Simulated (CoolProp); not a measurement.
Vapour-liquid equilibrium of dimethyl carbonate (1) + n-octane (2) at 0.342 bar; x and y are mole fractions of (1).

Values from CoolProp's multi-fluid Helmholtz-energy mixture model, Zhou 2011 and Beckmüller 2019; pair parameters Bell 2016.

Problem. Give the bubble temperature and the first vapour's composition at x = 0.2, 0.425, 0.5. Is there an azeotrope?

Solution. x = 0.2: 64.8 °C, y = 0.680; x = 0.425: 59.4 °C, y = 0.774; x = 0.5: 58.9 °C, y = 0.785. y crosses x between x = 0.8 and 0.875: the model has an azeotrope there.

The pair parameters rest on a limited set of measurements; away from them the model extrapolates. With so large a gap from Raoult's law the liquid may split in two, which this calculation doesn't test in full.
